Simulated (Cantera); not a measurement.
## Transport properties of process gases

Gas mixture: 100 % NO, at 0.000350 bar, frozen composition.

Cantera's kinetic-theory transport with the Lennard-Jones parameters of GRI-Mech 3.0, ideal gas; thermal conductivity in the multicomponent form. The composition is frozen, though it would react at the higher temperatures.

```
T (K)  ρ (kg/m³)  cp (J/kg/K)  μ (µPa s)  λ (mW/m/K)     Pr  D (cm²/s) CH4  D (cm²/s) C2H2  D (cm²/s) NO
-----  ---------  -----------  ---------  ----------  -----  -------------  --------------  ------------
400     0.000316        998.6       23.1        32.5  0.711           1070             799        193000
550     0.000230         1028       28.9        41.9  0.709           1850            1400        339000
700     0.000180         1067       34.0        51.2  0.708           2790            2120        514000
850     0.000149         1104       38.6        60.2  0.708           3870            2940        716000
1000    0.000126         1133       42.9        68.8  0.707           5090            3870        943000
1150    0.000110         1153       47.0        76.7  0.707           6420            4900       1190000
1300     9.72e-5         1171       50.9        84.4  0.707           7880            6010       1470000
```
D: mixture-averaged diffusion coefficient of that species in the mixture.
